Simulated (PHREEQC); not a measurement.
Leach liquor: an equilibrium model

Consider water at 20 °C with 2.2 mmol/kgw HCl, 0.34 mmol/kgw ZnSO4 and 0.046 mmol/kgw MnSO4. Closed to the air; pH follows from the charge balance.

Computed with PHREEQC (ion-association model, phreeqc.dat).

The pH is 2.69 and the ionic strength comes out as 0.00358 mol/kgw. The specific conductance comes out as 858 µS/cm and the total alkalinity is -2.20 meq/kg.

| species | molality | activity | log γ |
|---|---|---|---|
| Cl- | 0.00220 | 0.00206 | -0.028 |
| H+ | 0.00215 | 0.00203 | -0.026 |
| Zn+2 | 0.000325 | 0.000252 | -0.110 |
| SO4-2 | 0.000323 | 0.000251 | -0.110 |
| HSO4- | 4.74e-5 | 4.44e-5 | -0.028 |
| Mn+2 | 4.43e-5 | 3.45e-5 | -0.108 |
| ZnSO4 | 1.42e-5 | 1.42e-5 | 0.000 |
| MnSO4 | 1.39e-6 | 1.39e-6 | 0.000 |
| ZnCl+ | 1.19e-6 | 1.12e-6 | -0.028 |
| MnCl+ | 3.09e-7 | 2.90e-7 | -0.028 |

This is a speciation only: nothing precipitates in the calculation.
